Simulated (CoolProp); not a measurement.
The fluid at 293.15 K and 0.642 MPa flows at 1.3 m/s in a round tube of 25 mm bore and 45 µm roughness, fully developed (64/Re and Nu = 3.66 if laminar; Colebrook and Gnielinski if turbulent). The same conditions are run with several fluids, on thermodynamics alone (safety and materials aside).

Computed with CoolProp (reference Helmholtz-energy equation of state of each fluid (oxygen: Schmidt 1985; R143a: Lemmon and Jacobsen 2000; dry air: Lemmon 2000; R410A: Lemmon 2003; normal hydrogen: Leachman 2009)). Blends and air are pseudo-pure fits.

```tsv
fluid	Reynolds number	Darcy friction factor	pressure drop (Pa/m)	heat-transfer coefficient (W/(m² K))	mass flow (kg/h)
oxygen	13500	0.0316	9.03	44.2	19.4
R143a	74300	0.0251	21.4	121	58.0
dry air	13600	0.0315	8.15	43.9	17.6
R410A	53400	0.0259	18.5	86.8	48.5
normal hydrogen	1950	0.0328	0.586	27.0	1.22
```

Transport values come from each fluid's own correlations; those of R143a are estimates that may be off by 10 % or more.
